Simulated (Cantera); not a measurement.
Input: 1 mol B, 36 mol N2.

Equilibrium computed with Cantera from the NASA thermochemical tables; the gas is ideal and each condensed phase is pure. Candidate condensed phases: B, BN; 5 gas species. N2 is the only nitrogen source here; it is nearly inert below about 1500 K, so the nitride shown seldom forms there in practice. Kinetics and transport are ignored.

Stable condensed phases, one row left out:

```
T in °C \ P in Pa
             10     28     77    220    600   1700   4600  13000  36000 100000
   2150       A      A      A      B      B      B      C      C      C      C
   1850       B      B      C      C      C      C      C      C      C      C
   1700       C      C      C      C      C      C      C      C      C      C
   1550       C      C      C      C      C      C      C      C      C      C
   1400       C      C      C      C      C      C      C      C      C      C
   1250       C      C      C      C      C      C      C      C      C      C
   1100       C      C      C      C      C      C      C      C      C      C
    950       C      C      C      C      C      C      C      C      C      C
    800       C      C      C      C      C      C      C      C      C      C
    650       C      C      C      C      C      C      C      C      C      C
```

A: gas only; B: B; C: BN.

Question: Give the row for 2000 °C.

Answer: 10: gas only; 28: B; 77: B; 220: B; 600: BN; 1700: BN; 4600: BN; 13000: BN; 36000: BN; 100000: BN.
